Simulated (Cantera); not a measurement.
**Ammonia decomposition in nitride growth gas**

A perfectly stirred reactor is fed with NH3 : N2 = 1 : 5.5 (molar parts), at 41.3 Torr; it is held at 1850 K, and followed from long to short residence time.

Cantera simulation using the gas-phase N/H chemistry of the illustrative SiF4/NH3 mechanism in the Surface Chemkin manual (1991); the numbers are that mechanism's predictions, not measurements. Walls and surfaces, which speed up NH3 decomposition in real reactors, are not modelled.

| τ (s) | x NH3 | x NH2 | x N | x N2H4 | x N2H2 |
|---|---|---|---|---|---|
| 2.1 | 0.0737 | 0.000146 | 4.38e-7 | 2.04e-9 | 3.33e-7 |
| 0.78 | 0.107 | 0.000199 | 3.86e-7 | 3.78e-9 | 5.51e-7 |
| 0.28 | 0.132 | 0.000248 | 2.56e-7 | 5.89e-9 | 7.39e-7 |
| 0.10 | 0.145 | 0.000288 | 1.10e-7 | 7.91e-9 | 8.13e-7 |
| 0.038 | 0.151 | 0.000299 | 3.49e-8 | 8.53e-9 | 7.35e-7 |
| 0.014 | 0.153 | 0.000254 | 8.30e-9 | 6.17e-9 | 4.72e-7 |
| 0.0050 | 0.154 | 0.000141 | 1.50e-9 | 1.90e-9 | 1.32e-7 |
| 0.0018 | 0.154 | 5.43e-5 | 3.38e-10 | 2.82e-10 | 1.70e-8 |
x: mole fraction; the columns are a selection and need not sum to one.
